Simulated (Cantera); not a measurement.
Transport properties of process gases

Gas mixture: 100 % O₂, at 0.000799 atm, frozen composition.

Cantera's kinetic-theory transport with the Lennard-Jones parameters of GRI-Mech 3.0, ideal gas; thermal conductivity in the mixture-averaged form.

| T (K) | ρ (kg/m³) | cp (J/kg/K) | μ (µPa s) | λ (mW/m/K) | Pr | D (cm²/s) CH₃ | D (cm²/s) NH₃ | D (cm²/s) CH₄ |
|---|---|---|---|---|---|---|---|---|
| 400 | 0.000779 | 941.4 | 25.6 | 33.9 | 0.713 | 474 | 482 | 471 |
| 600 | 0.000520 | 1003 | 34.1 | 48.2 | 0.709 | 955 | 1020 | 951 |
| 800 | 0.000390 | 1055 | 41.4 | 61.4 | 0.710 | 1560 | 1690 | 1550 |
| 1000 | 0.000312 | 1090 | 47.9 | 73.6 | 0.710 | 2270 | 2500 | 2250 |
| 1200 | 0.000260 | 1114 | 54.0 | 84.9 | 0.708 | 3070 | 3410 | 3060 |
| 1400 | 0.000223 | 1134 | 59.7 | 95.7 | 0.707 | 3970 | 4440 | 3950 |
| 1600 | 0.000195 | 1151 | 65.1 | 106 | 0.707 | 4960 | 5560 | 4930 |
| 1800 | 0.000173 | 1167 | 70.2 | 116 | 0.707 | 6030 | 6780 | 6000 |
D: mixture-averaged diffusion coefficient of that species in the mixture.
